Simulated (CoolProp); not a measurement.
Model: reference Helmholtz-energy equation of state, de Reuck 1993, in CoolProp.

Question: For methanol, give the phase and the density (kg/m³), speed of sound (m/s), Joule-Thomson coefficient (K/MPa) at 236.8 K and 0.641 MPa.

Answer: 
- 236.8 K and 0.641 MPa: liquid; density 845, speed of sound 1320, Joule-Thomson coefficient -0.380
